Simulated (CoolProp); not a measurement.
Vapour-liquid equilibrium of ethylbenzene (1) + o-xylene (2) at 48.95 °C; x and y are mole fractions of (1).

Model: multi-fluid Helmholtz-energy mixture model, Zhou 2012 and Zhou 2012; pair parameters Bell 2016, in CoolProp.

```
x     bubble pressure (kPa)  y at the bubble point  dew pressure at overall composition x (kPa)  liquid density (mol/L)
----  ---------------------  ---------------------  -------------------------------------------  ----------------------
0.05                  3.306                  0.068                                            …                       …
0.2                       …                  0.261                                        3.439                       …
0.35                  3.708                  0.433                                        3.607                   8.005
0.5                   3.906                  0.584                                        3.794                   7.983
0.65                      …                  0.719                                        3.997                       …
0.8                   4.265                      …                                        4.206                   7.946
0.95                  4.419                      …                                        4.406                   7.930
```

Task: Complete the blanks.

Result: 
- 0.05, dew pressure at overall composition x (kPa): 3.289
- 0.05, liquid density (mol/L): 8.051
- 0.2, bubble pressure (kPa): 3.505
- 0.2, liquid density (mol/L): 8.028
- 0.65, bubble pressure (kPa): 4.093
- 0.65, liquid density (mol/L): 7.964
- 0.8, y at the bubble point: 0.842
- 0.95, y at the bubble point: 0.960

No azeotrope shows between x = 0.05 and 0.95.

The pair parameters rest on a limited set of measurements; away from them the model extrapolates.
